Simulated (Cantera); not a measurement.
Charge: 1 mol MgO, 0.87 mol CO, equilibrated at 1075 K and 48.0 mbar.

Equilibrium computed with Cantera from the NASA thermochemical tables; the gas is ideal and each condensed phase is pure. Candidate condensed phases: C, Mg, MgCO3, MgO; 15 gas species. Kinetics and transport are ignored.

Problem. What is the equilibrium state?

Solution. 
| Property | Result |
|---|---|
| x(CO) | 0.994 |
| x(CO2) | 0.00644 |
| n(C(graphite)) | 0.00557 mol |
| n(MgO(s)) | 1.00 mol |
| gas amount | 0.8644 mol |
| log10 activity of Mg(l) (absent) | -12.16 |
